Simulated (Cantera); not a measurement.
A Cantera script and its output.

```python
import numpy as np
import cantera as ct

gas = ct.Solution("h2o2.yaml")
gas.TPX = 948, 3300, {'H2': 0.057, 'O2': 1}
reactor = ct.IdealGasConstPressureReactor(gas, energy="off", clone=False)
net = ct.ReactorNet([reactor])
net.rtol, net.atol = 1e-08, 1e-18
show = ['H2', 'O2', 'OH', 'H2O', 'H2O2']
times = np.geomspace(3e-06, 6, 15)

steps = ct.SolutionArray(gas, extra=["t"])
rows = []
print(f"{'t/s':>10s}{'T/K':>9s}{'P/Pa':>11s}" + "".join(f"{s:>11s}" for s in show))
for t in times:
    while net.time < t:
        t_next = net.step()
        steps.append(gas.state, t=t_next)
    rows.append([np.interp(t, steps.t, y) for y in (steps.T, steps.P, *steps(*show).X.T)])
    print(f"{t:10.3e}{rows[-1][0]:9.1f}{rows[-1][1]:11.4g}" + "".join(f"{x:11.3e}" for x in rows[-1][2:]))
rate = np.gradient(steps.T, steps.t)
print("integrator steps:", len(steps.t))
if steps.T.max() > steps.T[0] + 200:
    print(f"time of steepest temperature rise: {steps.t[rate.argmax()]:.4e} s")
gas.TPX = 948, 3300, {'H2': 0.057, 'O2': 1}
gas.equilibrate("TP")
print(f"equilibrium (TP): T = {gas.T:.1f} K  " + "  ".join(f"{s} {gas[s].X[0]:.3e}" for s in show))
```

Output:

```
       t/s      T/K       P/Pa         H2         O2         OH        H2O       H2O2
 3.000e-06    948.0       3300  5.393e-02  9.461e-01  1.486e-14  3.820e-16  8.644e-19
 8.457e-06    948.0       3300  5.393e-02  9.461e-01  1.117e-13  8.092e-15  6.907e-18
 2.384e-05    948.0       3300  5.393e-02  9.461e-01  7.562e-13  1.591e-13  5.487e-17
 6.720e-05    948.0       3300  5.393e-02  9.461e-01  4.249e-12  2.683e-12  4.383e-16
 1.894e-04    948.0       3300  5.393e-02  9.461e-01  2.134e-11  3.861e-11  3.559e-15
 5.339e-04    948.0       3300  5.393e-02  9.461e-01  2.154e-10  7.966e-10  3.147e-14
 1.505e-03    948.0       3300  5.393e-02  9.461e-01  5.143e-08  2.268e-07  1.699e-12
 4.243e-03    948.0       3300  1.659e-02  9.304e-01  2.522e-03  3.128e-02  8.684e-07
 1.196e-02    948.0       3300  4.876e-04  9.432e-01  3.522e-04  5.461e-02  3.699e-07
 3.371e-02    948.0       3300  7.790e-05  9.444e-01  9.527e-05  5.528e-02  1.882e-07
 9.503e-02    948.0       3300  1.496e-05  9.445e-01  3.685e-05  5.538e-02  9.868e-08
 2.679e-01    948.0       3300  2.428e-06  9.446e-01  1.590e-05  5.541e-02  4.497e-08
 7.551e-01    948.0       3300  2.760e-07  9.446e-01  7.258e-06  5.542e-02  1.814e-08
 2.129e+00    948.0       3300  2.147e-08  9.446e-01  3.543e-06  5.542e-02  6.855e-09
 6.000e+00    948.0       3300  2.420e-09  9.446e-01  1.866e-06  5.542e-02  2.596e-09
integrator steps: 1548
equilibrium (TP): T = 948.0 K  H2 5.388e-12  O2 9.446e-01  OH 1.004e-07  H2O 5.542e-02  H2O2 1.366e-11
```

Computed with Cantera and the H2/O2 subset of GRI-Mech 3.0, which has no nitrogen chemistry. Radical loss at walls, strong at low pressure, is not modelled. Below about 950 K walls govern HO2 and H2O2 in real vessels. The temperature is held fixed by assumption; the heat of reaction is taken as removed at once.
